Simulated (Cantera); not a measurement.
A closed system holds: 1 mol SiCl4, 0.011 mol Cl2, 710 mol H2, at 877 °C and 12.0 Torr.

Equilibrium computed with Cantera from the NASA thermochemical tables; the gas is ideal and each condensed phase is pure. Candidate condensed phases: Si; 19 gas species. The numbers say what is thermodynamically allowed, not how fast it happens.

Base state: H2 0.994, HCl 0.00549, SiCl2 6.68e-5 (mole fractions); condensed: Si(s).

### Question
What changes in the equilibrium state with this change: temperature from 877 °C to 650 °C?

### Answer
```tsv
species	before	after
H2	0.994	0.996
HCl	0.00549	0.00377
SiCl4	8.36e-7	0.000258
SiHCl3	3.07e-6	0.000243
SiH2Cl2	1.42e-6	2.24e-5
SiCl3	2.26e-6	1.15e-5
SiCl2	6.68e-5	2.05e-5
Si(s), mol	0.947	0.604
```
The tables' values for SiCl3 are old estimates; treat these amounts as uncertain.
